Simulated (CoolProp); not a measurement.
Neopentane along the isobar 3670 kPa: density (kg/m³) from the reference equation and from simpler models built on Tc = 433.7 K, pc = 3196 kPa, ω = 0.196; each cubic takes its own stable root.

Model: reference Helmholtz-energy equation of state, Lemmon 2006, in CoolProp. It is a short technical equation, of lower accuracy than the large ones.

```csv
T (K),phase,reference
300.3,liquid,588.3
331.5,liquid,553.5
362.7,liquid,513.4
393.9,liquid,463.5
425.1,liquid,387.3
456.3,supercritical,132.7
487.6,supercritical,95.73
518.8,supercritical,80.43
550,supercritical,70.88
```

How far does each simpler model (van der Waals, Redlich-Kwong, Peng-Robinson) lie from the reference over these 9 states: mean and median of the absolute difference, and the worst?


- van der Waals: mean 20.9 %, median 32.4 %, worst -35.3 % at 300.3 K and 3670 kPa
- Redlich-Kwong: mean 6.9 %, median 7.3 %, worst -16.3 % at 425.1 K and 3670 kPa
- Peng-Robinson: mean 3.8 %, median 2.5 %, worst +7.3 % at 300.3 K and 3670 kPa
